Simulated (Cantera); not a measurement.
What does this Cantera script print?

```python
import numpy as np
import cantera as ct

gas = ct.Solution("h2o2.yaml")
gas.TPX = 475, 11000, {'H2': 1, 'O2': 0.909, 'N2': 3.42}
flame = ct.FreeFlame(gas, width=0.19)
flame.set_refine_criteria(ratio=3, slope=0.08, curve=0.16)
flame.transport_model = "mixture-averaged"
flame.solve(loglevel=0, auto=True)
flame.transport_model = "multicomponent"
flame.soret_enabled = False
flame.solve(loglevel=0, refine_grid=True)
z, T = flame.grid, flame.T
thick = (T[-1] - T[0]) / np.gradient(T, z).max()
show = ['H2', 'O2', 'H', 'O', 'H2O2', 'HO2']
print(f"laminar burning velocity  {flame.velocity[0] * 100:.3f} cm/s")
print(f"burnt temperature         {T[-1]:.1f} K")
print(f"thermal thickness         {thick * 1e3:.4f} mm")
print(f"grid points               {len(z)}")
z0 = z[flame.heat_release_rate.argmax()]
print(f"{'z/mm':>9s}{'T/K':>9s}{'u/(m/s)':>9s}" + "".join(f"{s:>11s}" for s in show))
rows = []
for k in (-3, -2, -1.5, -1, -0.5, -0.25, 0, 0.25, 0.5, 1, 2, 4, 8):
    zz = z0 + k * thick
    rows.append([k * thick, np.interp(zz, z, T), np.interp(zz, z, flame.velocity),
                 *(np.interp(zz, z, flame.X[gas.species_index(s)]) for s in show)])
    print(f"{rows[-1][0] * 1e3:9.3f}{rows[-1][1]:9.1f}{rows[-1][2]:9.3f}" + "".join(f"{x:11.3e}" for x in rows[-1][3:]))
```

Output:

```
laminar burning velocity  229.385 cm/s
burnt temperature         1872.9 K
thermal thickness         6.9742 mm
grid points               120
     z/mm      T/K  u/(m/s)         H2         O2          H          O       H2O2        HO2
  -20.923    475.0    2.294  1.877e-01  1.706e-01  5.187e-17  6.755e-16  3.809e-16  1.111e-13
  -13.948    475.0    2.294  1.877e-01  1.706e-01  1.487e-13  7.420e-13  4.196e-13  9.714e-11
  -10.461    475.0    2.294  1.876e-01  1.706e-01  7.751e-12  1.565e-11  9.111e-12  2.039e-09
   -6.974    475.0    2.294  1.876e-01  1.706e-01  1.899e-08  3.243e-09  2.866e-09  4.237e-07
   -3.487    492.0    2.363  1.822e-01  1.710e-01  1.361e-04  7.123e-06  4.322e-06  7.378e-05
   -1.744    668.4    3.148  1.524e-01  1.669e-01  4.375e-03  1.675e-04  3.790e-06  4.088e-05
    0.000   1003.1    4.600  7.410e-02  1.372e-01  2.375e-02  4.406e-03  7.406e-07  1.825e-05
    1.744   1245.9    5.666  2.081e-02  9.834e-02  3.228e-02  1.176e-02  1.036e-06  1.055e-05
    3.487   1365.0    6.178  1.299e-02  8.946e-02  2.709e-02  1.317e-02  8.280e-07  8.063e-06
    6.974   1489.9    6.696  1.125e-02  8.647e-02  1.873e-02  1.180e-02  5.077e-07  6.244e-06
   13.948   1609.8    7.180  9.078e-03  8.470e-02  1.111e-02  9.191e-03  2.676e-07  4.718e-06
   27.897   1713.8    7.589  6.250e-03  8.376e-02  5.412e-03  6.121e-03  1.415e-07  3.316e-06
   55.794   1789.9    7.883  3.571e-03  8.363e-02  2.100e-03  3.419e-03  8.031e-08  2.088e-06
```

Cantera simulation using the H2/O2 subset of GRI-Mech 3.0, which has no nitrogen chemistry; the numbers are that mechanism's predictions, not measurements. Burning velocities carry a grid error of a few per cent, more on coarse grids. Lean hydrogen flames are cellular in practice and burn faster than this planar one.
